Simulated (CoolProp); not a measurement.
1,2-dichloroethane along the isobar 6990 kPa: fugacity coefficient from the reference equation and from simpler models built on Tc = 561.6 K, pc = 5226 kPa, ω = 0.269; each cubic takes its own stable root.

The numbers come from the reference Helmholtz-energy equation of state, Thol 2015 in CoolProp.

| T (K) | phase | reference | van der Waals | Redlich-Kwong | Soave-Redlich-Kwong | Peng-Robinson |
|---|---|---|---|---|---|---|
| 254.2 | liquid | 0.0001536 | 0.01541 | 0.0005088 | 0.0001465 | 0.0001602 |
| 284.7 | liquid | 0.0009584 | 0.03228 | 0.002659 | 0.0009336 | 0.0009746 |
| 315.2 | liquid | 0.003960 | 0.05832 | 0.009271 | 0.003931 | 0.003975 |
| 345.7 | liquid | 0.01215 | 0.09448 | 0.02437 | 0.01226 | 0.01213 |
| 376.2 | liquid | 0.02986 | 0.1409 | 0.05221 | 0.03056 | 0.02982 |
| 406.7 | liquid | 0.06196 | 0.1969 | 0.09608 | 0.06415 | 0.06203 |
| 437.2 | liquid | 0.1127 | 0.2613 | 0.1574 | 0.1177 | 0.1132 |
| 467.7 | liquid | 0.1845 | 0.3323 | 0.2354 | 0.1937 | 0.1857 |
| 498.2 | liquid | 0.2774 | 0.4080 | 0.3270 | 0.2914 | 0.2791 |
